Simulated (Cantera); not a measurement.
An isothermal, constant-pressure homogeneous reactor starts with H2 : O2 : N2 = 0.031 : 1 : 3.8 (molar parts), equivalence ratio 0.015, at 1300 K and 11.3 Torr. Integrator tolerance rtol = 1e-08.

Detailed kinetics in Cantera: GRI-Mech 3.0 (53 species, 325 reactions). Radical loss at walls, strong at low pressure, is not modelled.

Q: What does this change do: temperature 1300 to 1473 K?

A: 
```json
[
 {"quantity": "x(H2) at 20.0 s", "before": "1.24e-7 (gas-phase equilibrium 1.02e-8)", "after": "4.51e-7 (gas-phase equilibrium 1.53e-7)"},
 {"quantity": "x(O2) at 20.0 s", "before": "0.204 (gas-phase equilibrium 0.204)", "after": "0.204 (gas-phase equilibrium 0.204)"},
 {"quantity": "x(NO) at 20.0 s", "before": "2.51e-7 (gas-phase equilibrium 0.000393)", "after": "1.69e-6 (gas-phase equilibrium 0.00106)"},
 {"quantity": "x(H2O2) at 20.0 s", "before": "1.93e-10 (gas-phase equilibrium 1.95e-11)", "after": "1.49e-10 (gas-phase equilibrium 6.29e-11)"},
 {"quantity": "x(N2O) at 20.0 s", "before": "2.50e-8 (gas-phase equilibrium 3.19e-9)", "after": "1.67e-8 (gas-phase equilibrium 8.03e-9)"},
 {"quantity": "x(H) at 20.0 s", "before": "3.87e-8 (gas-phase equilibrium 9.16e-10)", "after": "2.06e-7 (gas-phase equilibrium 4.07e-8)"}
]
```
